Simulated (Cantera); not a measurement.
An adiabatic, constant-pressure homogeneous reactor starts with CH₄ : O₂ : N₂ = 0.35 : 2.3 : 8.64 (molar parts), at 1475 K and 10.0 bar.

Model: GRI-Mech 3.0 (53 species, 325 reactions), integrated in Cantera.

Predict: time of steepest temperature rise; temperature at 4.00 s; equilibrium temperature; x(O₂) at 4.00 s; x(H) at 4.00 s; x(NO) at 4.00 s.


```json
{
 "time_of_steepest_temperature_rise": "0.163 ms",
 "temperature at 4.00 s": "2114 K",
 "equilibrium_temperature": "2114 K",
 "x(O₂) at 4.00 s": "0.137 (gas-phase equilibrium 0.137)",
 "x(H) at 4.00 s": "6.33e-6 (gas-phase equilibrium 6.33e-6)",
 "x(NO) at 4.00 s": "0.00821 (gas-phase equilibrium 0.00821)"
}
```
